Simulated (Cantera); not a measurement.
Feed: 1 mol SiHCl3, 0.23 mol HCl, 7.3 mol H2, held at 1698 K and 0.0890 bar.

Method: chemical equilibrium by Gibbs-energy minimisation in Cantera with the NASA 1993 tables (ideal gas, pure condensed phases). Candidate condensed phases: Si; 19 gas species. The tables' values for SiCl3, SiCl are old estimates; treat these amounts as uncertain. Gases not in the tables: Si2H6 and higher silanes. Kinetics and transport are ignored.

Base state: H2 0.762, HCl 0.140, SiCl2 0.0930, SiCl3 0.00363, H 0.000423, SiHCl3 0.000292, SiCl4 0.000280, Cl 6.07e-5 (mole fractions); condensed: Si(l).

Task: What changes in the equilibrium state with this change: temperature from 1698 K to 1548 K?

Result: 
```
species       before    after
----------  --------  -------
H2             0.762    0.766
HCl            0.140    0.139
SiCl2         0.0930   0.0843
SiCl3        0.00363  0.00739
SiCl         5.82e-5  8.32e-6
SiCl4       0.000280  0.00182
SiH2         1.06e-5  2.09e-6
H           0.000423  9.03e-5
Si(l), mol    0.0739        0
Si(s), mol         0    0.102
```
The tables' values for SiCl3 are old estimates; treat these amounts as uncertain.
